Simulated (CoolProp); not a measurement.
Vapour pressure (kPa) of hydrogen chloride: the reference equation beside estimates from Tc = 324.7 K, pc = 8314 kPa, ω = 0.130. Clausius-Clapeyron is anchored at 279.2 K with a constant enthalpy of vaporisation of 10.81 kJ/mol.

The numbers come from the reference Helmholtz-energy equation of state, Thol 2018 in CoolProp.

```json
[
 {"T (K)": "247.5", "reference": "1240", "Lee-Kesler": "1252", "Clausius-Clapeyron": "1665", "van der Waals": "2539", "Redlich-Kwong": "1435", "Soave-Redlich-Kwong": "1256", "Peng-Robinson": "1246"},
 {"T (K)": "255.5", "reference": "1585", "Lee-Kesler": "1603", "Clausius-Clapeyron": "1962", "van der Waals": "2952", "Redlich-Kwong": "1816", "Soave-Redlich-Kwong": "1611", "Peng-Robinson": "1596"},
 {"T (K)": "263.4", "reference": "1990", "Lee-Kesler": "2013", "Clausius-Clapeyron": "2286", "van der Waals": "3399", "Redlich-Kwong": "2256", "Soave-Redlich-Kwong": "2029", "Peng-Robinson": "2008"},
 {"T (K)": "271.3", "reference": "2466", "Lee-Kesler": "2495", "Clausius-Clapeyron": "2639", "van der Waals": "3886", "Redlich-Kwong": "2764", "Soave-Redlich-Kwong": "2520", "Peng-Robinson": "2493"},
 {"T (K)": "279.2", "reference": "3023", "Lee-Kesler": "3056", "Clausius-Clapeyron": "3023", "van der Waals": "4415", "Redlich-Kwong": "3345", "Soave-Redlich-Kwong": "3091", "Peng-Robinson": "3059"},
 {"T (K)": "287.1", "reference": "3668", "Lee-Kesler": "3703", "Clausius-Clapeyron": "3436", "van der Waals": "4986", "Redlich-Kwong": "4003", "Soave-Redlich-Kwong": "3751", "Peng-Robinson": "3714"},
 {"T (K)": "295", "reference": "4411", "Lee-Kesler": "4446", "Clausius-Clapeyron": "3879", "van der Waals": "5601", "Redlich-Kwong": "4742", "Soave-Redlich-Kwong": "4505", "Peng-Robinson": "4466"},
 {"T (K)": "302.9", "reference": "5263", "Lee-Kesler": "5297", "Clausius-Clapeyron": "4352", "van der Waals": "6260", "Redlich-Kwong": "5567", "Soave-Redlich-Kwong": "5362", "Peng-Robinson": "5324"}
]
```

Absolute difference from the reference over all 8 rows, mean and median: Lee-Kesler 1.0 and 1.0 %, Clausius-Clapeyron 14.5 and 13.5 %, van der Waals 55.9 and 51.8 %, Redlich-Kwong 11.1 and 11.4 %, Soave-Redlich-Kwong 2.0 and 2.0 %, Peng-Robinson 1.0 and 1.1 %.
